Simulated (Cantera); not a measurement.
**Thermal oxidation and active oxidation of silicon: Si + O2 + H2**

Feed: 1 mol Si, 0.03 mol O2, 55 mol H2, at 100 Torr.

Cantera equilibrium calculation (NASA polynomials, part measured and part estimated; ideal gas, pure solids and liquids). Candidate condensed phases: H2O, Si, SiO2; 18 gas species. Mutual solubility and eutectic melting of coexisting phases are not modelled. The tables hold silica as quartz up to 1696 K and as liquid above; real silica turns to tridymite and cristobalite and melts near 1996 K. Gases not in the tables: Si2H6 and higher silanes. Rates play no part.

```
T (K)   x H2       x H     x SiO      x Si   x SiH2     x SiH     x Si2  n Si(s)  n SiO2(β-quartz)  n Si(l)
-----  -----  --------  --------  --------  -------  --------  --------  -------  ----------------  -------
1175   1.000   3.36e-7   1.93e-6  4.01e-12  7.10e-9  2.59e-11    <1e-12    0.970            0.0299        0
1250   1.000   1.32e-6   1.60e-5  6.23e-11  3.13e-8  2.51e-10    <1e-12    0.970            0.0296        0
1325   1.000   4.48e-6  0.000104  7.07e-10  1.17e-7   1.87e-9    <1e-12    0.967            0.0271        0
1400   0.999   1.33e-5  0.000550   6.17e-9  3.76e-7   1.12e-8  3.67e-12    0.955            0.0148        0
1475   0.999   3.55e-5   0.00109   4.31e-8  1.08e-6   5.61e-8  4.60e-11    0.940                 0        0
1550   0.999   8.62e-5   0.00109   2.49e-7  2.79e-6   2.39e-7  4.50e-10    0.940                 0        0
1625   0.999  0.000193   0.00109   1.22e-6  6.60e-6   8.88e-7   3.55e-9    0.940                 0        0
1700   0.998  0.000403   0.00109   5.09e-6  1.42e-5   2.87e-6   2.23e-8        0                 0    0.939
1775   0.998  0.000792   0.00109   1.65e-5  2.50e-5   7.37e-6   9.21e-8        0                 0    0.937
1850   0.997   0.00147   0.00109   4.84e-5  4.20e-5   1.75e-5   3.38e-7        0                 0    0.934
1925   0.996   0.00261   0.00109  0.000131  6.79e-5   3.87e-5   1.12e-6        0                 0    0.927
```
x: gas mole fraction; n: condensed amount in mol.

From 1175 K to 1400 K the condensed part is Si(s) + SiO2(β-quartz). From 1475 K to 1625 K the condensed part is Si(s). From 1700 K to 1925 K the condensed part is Si(l). The main Si-bearing gas is SiO throughout. The share of Si in condensed phases is highest at 1175 K (100.0 %) and lowest at 1925 K (92.7 %).
